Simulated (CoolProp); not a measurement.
The numbers come from the reference Helmholtz-energy equation of state, Thol 2017 in CoolProp.

Task: For octamethyltrisiloxane (MDM), give the phase and the Z, cv (kJ/(kg K)), speed of sound (m/s), Joule-Thomson coefficient (K/MPa) at 298.75 °C and 80.9 bar; 298.75 °C and 98.8 bar; 298.75 °C and 135 bar.

Result: 
- 298.75 °C and 80.9 bar: supercritical; Z 0.734, cv 2.11, speed of sound 343, Joule-Thomson coefficient 0.160
- 298.75 °C and 98.8 bar: supercritical; Z 0.872, cv 2.11, speed of sound 379, Joule-Thomson coefficient 0.0443
- 298.75 °C and 135 bar: supercritical; Z 1.14, cv 2.11, speed of sound 439, Joule-Thomson coefficient -0.0922
